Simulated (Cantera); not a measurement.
# FeCl3 + H2 + N2 (halide evaporation, hydrolysis and transport)

Input: 1 mol FeCl3, 20 mol H2, a varied amount of N2, equilibrated at 425 °C and 0.540 Pa.

Method: chemical equilibrium by Gibbs-energy minimisation in Cantera with the NASA 1993 tables (ideal gas, pure condensed phases). Candidate condensed phases: Fe, FeCl2, FeCl3, NH4Cl; 18 gas species. Kinetics and transport are ignored.

```
n(N2) (mol)    x N2    x H2   x HCl   x FeCl2  x Fe2Cl4     x NH3  n Fe(α)
-----------  ------  ------  ------  --------  --------  --------  -------
0.49         0.0223   0.842   0.136  0.000410   1.89e-8   5.97e-9    0.991
0.92         0.0410   0.826   0.133  0.000402   1.82e-8   7.87e-9    0.991
1.7          0.0733   0.798   0.129  0.000389   1.70e-8   1.00e-8    0.991
3.2           0.130   0.749   0.121  0.000365   1.50e-8   1.21e-8    0.991
5.9           0.215   0.676   0.109  0.000329   1.22e-8   1.34e-8    0.991
11            0.338   0.570  0.0918  0.000278   8.65e-9   1.30e-8    0.991
20            0.482   0.446  0.0719  0.000217   5.31e-9   1.07e-8    0.991
38            0.639   0.311  0.0501  0.000152   2.58e-9   7.19e-9    0.991
70            0.765   0.202  0.0326   9.86e-5   1.09e-9   4.12e-9    0.991
130           0.858   0.122  0.0197   5.96e-5  3.98e-10   2.05e-9    0.991
240           0.918  0.0708  0.0114   3.45e-5  1.34e-10  9.35e-10    0.991
```
x: gas mole fraction; n: condensed amount in mol.

From 0.49 mol N2 to 240 mol N2 the condensed part is Fe(α). The main Fe-bearing gas is FeCl2 throughout.
